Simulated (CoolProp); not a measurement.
Properties of benzene along the isotherm 346.85 °C (Tc = 288.9 °C, pc = 4.906 MPa, ω = 0.211).

Values from CoolProp's reference Helmholtz-energy equation of state, Thol 2012.

```csv
p (MPa),phase,cp (kJ/(kg K)),cv (kJ/(kg K)),speed of sound (m/s),expansivity (1/kK),Prandtl number,fugacity coefficient
0.736,gas,2.126,1.998,254.9,1.836,0.758,0.9635
1.47,gas,2.163,2.008,245.8,2.110,0.763,0.9278
2.21,gas,2.210,2.019,236.1,2.458,0.769,0.8923
2.94,gas,2.270,2.031,225.9,2.902,0.779,0.8579
3.68,gas,2.351,2.045,215.0,3.501,0.799,0.8234
4.42,gas,2.463,2.061,203.5,4.326,0.834,0.7893
5.15,supercritical,2.621,2.078,191.7,5.479,0.894,0.7559
5.89,supercritical,2.855,2.098,179.8,7.168,0.996,0.7224
6.62,supercritical,3.190,2.118,169.2,9.538,1.16,0.6896
7.36,supercritical,3.630,2.134,161.5,12.55,1.43,0.6569
```

Viscosity comes from a separate model (Avgeri 2014). Thermal conductivity comes from a separate model (Assael 2012).
